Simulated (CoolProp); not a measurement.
Nitrogen at 293.15 K and 0.487 MPa is throttled through a valve to 0.281 MPa with no heat exchange. Each further row changes one setting.

The numbers come from the reference Helmholtz-energy equation of state, Span 2000 in CoolProp.

```json
[
 {"case": "as stated", "temperature change (K)": "?", "final density (kg/m³)": "?"},
 {"case": "outlet pressure 0.0843 MPa", "temperature change (K)": "?", "final density (kg/m³)": "?"},
 {"case": "outlet pressure 0.365 MPa", "temperature change (K)": "-0.3", "final density (kg/m³)": "4.20"}
]
```

Problem. Fill in the missing entries.

Solution. 
- as stated, temperature change (K): -0.5
- as stated, final density (kg/m³): 3.24
- outlet pressure 0.0843 MPa, temperature change (K): -0.9
- outlet pressure 0.0843 MPa, final density (kg/m³): 0.972
